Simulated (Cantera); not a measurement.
An isothermal plug-flow reactor at 600 K and 31000 Pa (inlet), inlet velocity 1.7 m/s, active area per volume 1100 1/m; feed 2.49 % H₂, 8.04 % O₂, 89.5 % N₂.

Computed with Cantera and Deutschmann's 1995 Pt surface mechanism with GRI-Mech 3.0 gas chemistry. Catalytic surfaces can have several steady states; this one follows from the mechanism file's or the stated starting coverage. Mass transfer to the wall is taken as infinitely fast.

**Question.** Predict: x(H₂) at z = 0.0031 m; x(O₂) at z = 0.0031 m; x(H₂O) at z = 0.0031 m; θ(free Pt) at the exit; θ(O*) at the exit; θ(OH*) at the exit.

**Answer.** x(H₂) at z = 0.0031 m: 0.000691
x(O₂) at z = 0.0031 m: 0.0691
x(H₂O) at z = 0.0031 m: 0.0245
θ(free Pt) at the exit: 0.0165
θ(O*) at the exit: 0.979
θ(OH*) at the exit: 0.00481
